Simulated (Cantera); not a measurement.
A perfectly stirred reactor is fed with H₂ : O₂ : N₂ = 0.91 : 1 : 7.4 (molar parts), equivalence ratio 0.46, at 51000 Pa; it is held at 1025 K, and followed from long to short residence time.

Detailed kinetics in Cantera: GRI-Mech 3.0 (53 species, 325 reactions). The temperature is held fixed by assumption; the heat of reaction is taken as removed at once.

Question: What does this change do: N2 7.4 to 37 parts?

Answer: 
```json
[
 {"quantity": "x(H₂) at τ = 0.780 s", "before": "0.000878", "after": "0.000222"},
 {"quantity": "x(O₂) at τ = 0.780 s", "before": "0.0619", "after": "0.0143"},
 {"quantity": "x(OH) at τ = 0.780 s", "before": "1.76e-5", "after": "1.65e-5"},
 {"quantity": "x(O) at τ = 0.780 s", "before": "1.04e-5", "after": "1.16e-5"},
 {"quantity": "x(H) at τ = 0.780 s", "before": "2.91e-6", "after": "4.83e-6"},
 {"quantity": "x(H₂) at τ = 10.0 ms", "before": "0.00645", "after": "0.00228"},
 {"quantity": "x(O₂) at τ = 10.0 ms", "before": "0.0644", "after": "0.0153"},
 {"quantity": "x(OH) at τ = 10.0 ms", "before": "0.000172", "after": "0.000109"},
 {"quantity": "x(O) at τ = 10.0 ms", "before": "0.000187", "after": "0.000151"},
 {"quantity": "x(H) at τ = 10.0 ms", "before": "0.000208", "after": "0.000309"}
]
```
